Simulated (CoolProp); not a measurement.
Vapour-liquid equilibrium of R152A (1) + R227EA (2) at 329 K; x and y are mole fractions of (1).

Values from CoolProp's multi-fluid Helmholtz-energy mixture model, Outcalt 1996 and Lemmon 2016; pair parameters Bell 2016.

```tsv
x	bubble pressure, mixture model (MPa)	bubble pressure, Raoult's law (MPa)	y, mixture model	y, Raoult's law
0.05	1.070	1.077	0.055	0.063
0.15	1.091	1.107	0.169	0.184
0.25	1.119	1.137	0.285	0.299
0.35	1.152	1.166	0.396	0.408
0.45	1.188	1.196	0.502	0.511
0.55	1.225	1.226	0.602	0.610
0.65	1.260	1.255	0.695	0.704
0.75	1.293	1.285	0.784	0.793
0.85	1.323	1.315	0.870	0.879
0.95	1.349	1.345	0.956	0.960
```

The largest gap from Raoult's law is -1.6 % in bubble pressure, at x = 0.25. No azeotrope shows between x = 0.05 and 0.95.

Pair parameters are fitted to limited data, so mixtures are less certain than the pure fluids. The gap from Raoult's law changes sign with composition, which may be real or a fault of the pair parameters; it wasn't checked against measurements.
